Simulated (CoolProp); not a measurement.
Vapour-liquid equilibrium of hydrogen sulfide (1) + n-pentane (2) at 1.76 bar; x and y are mole fractions of (1).

The numbers come from the multi-fluid Helmholtz-energy mixture model, Lemmon 2006 and Thol 2019; pair parameters Kunz 2012 in CoolProp.

Give the bubble temperature and the first vapour's composition at x = 0.05, 0.35, 0.75. Is there an azeotrope?

x = 0.05: 297.8 K, y = 0.623; x = 0.35: 235.6 K, y = 0.987; x = 0.75: 228.4 K, y = 0.994. No azeotrope shows between x = 0.05 and 0.95.

Pair parameters are fitted to limited data, so mixtures are less certain than the pure fluids. With so large a gap from Raoult's law the liquid may split in two, which this calculation doesn't test in full.
